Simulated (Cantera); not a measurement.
Counterflow diffusion flame

A counterflow diffusion flame at 1.01 bar, nozzles 20 mm apart: fuel side CO : H₂ : CH₄ = 1 : 0.062 : 0.51 (molar parts) at 475 K, oxidiser side O₂ : N₂ = 0.27 : 0.73 (molar parts) at 700 K, fuel mass flux 0.92 times the oxidiser's; mixture-averaged transport, no radiation.

Detailed kinetics in Cantera: GRI-Mech 3.0 (53 species, 325 reactions). GRI-Mech 3.0 has no aromatics or soot, which form on the fuel side of real flames. The maximum strain rate includes the flame's own expansion and is several times the mean.

```json
[
 {"oxidiser flux (kg/m²/s)": "0.61", "max strain (1/s)": "431", "mean strain (1/s)": "108", "T max (K)": "2348", "peak x OH": "0.0146", "peak x H": "0.00774", "peak x NO": "0.000490", "peak x CO": "0.636", "peak x C₂H₂": "0.0108"},
 {"oxidiser flux (kg/m²/s)": "0.75", "max strain (1/s)": "522", "mean strain (1/s)": "132", "T max (K)": "2330", "peak x OH": "0.0145", "peak x H": "0.00804", "peak x NO": "0.000442", "peak x CO": "0.636", "peak x C₂H₂": "0.0106"},
 {"oxidiser flux (kg/m²/s)": "0.94", "max strain (1/s)": "643", "mean strain (1/s)": "166", "T max (K)": "2311", "peak x OH": "0.0144", "peak x H": "0.00836", "peak x NO": "0.000397", "peak x CO": "0.636", "peak x C₂H₂": "0.0104"},
 {"oxidiser flux (kg/m²/s)": "1.2", "max strain (1/s)": "808", "mean strain (1/s)": "212", "T max (K)": "2294", "peak x OH": "0.0143", "peak x H": "0.00871", "peak x NO": "0.000356", "peak x CO": "0.636", "peak x C₂H₂": "0.0102"},
 {"oxidiser flux (kg/m²/s)": "1.4", "max strain (1/s)": "933", "mean strain (1/s)": "247", "T max (K)": "2283", "peak x OH": "0.0142", "peak x H": "0.00893", "peak x NO": "0.000332", "peak x CO": "0.636", "peak x C₂H₂": "0.0101"},
 {"oxidiser flux (kg/m²/s)": "1.8", "max strain (1/s)": "1180", "mean strain (1/s)": "317", "T max (K)": "2266", "peak x OH": "0.0141", "peak x H": "0.00928", "peak x NO": "0.000297", "peak x CO": "0.636", "peak x C₂H₂": "0.00986"},
 {"oxidiser flux (kg/m²/s)": "2.2", "max strain (1/s)": "1430", "mean strain (1/s)": "388", "T max (K)": "2256", "peak x OH": "0.0140", "peak x H": "0.00960", "peak x NO": "0.000273", "peak x CO": "0.636", "peak x C₂H₂": "0.00973"},
 {"oxidiser flux (kg/m²/s)": "2.8", "max strain (1/s)": "1800", "mean strain (1/s)": "494", "T max (K)": "2239", "peak x OH": "0.0138", "peak x H": "0.00991", "peak x NO": "0.000241", "peak x CO": "0.636", "peak x C₂H₂": "0.00942"},
 {"oxidiser flux (kg/m²/s)": "3.4", "max strain (1/s)": "2160", "mean strain (1/s)": "600", "T max (K)": "2224", "peak x OH": "0.0135", "peak x H": "0.0101", "peak x NO": "0.000217", "peak x CO": "0.636", "peak x C₂H₂": "0.00912"},
 {"oxidiser flux (kg/m²/s)": "4.3", "max strain (1/s)": "2690", "mean strain (1/s)": "758", "T max (K)": "2206", "peak x OH": "0.0132", "peak x H": "0.0104", "peak x NO": "0.000187", "peak x CO": "0.636", "peak x C₂H₂": "0.00869"}
]
```
x: mole fraction; the columns are a selection and need not sum to one.
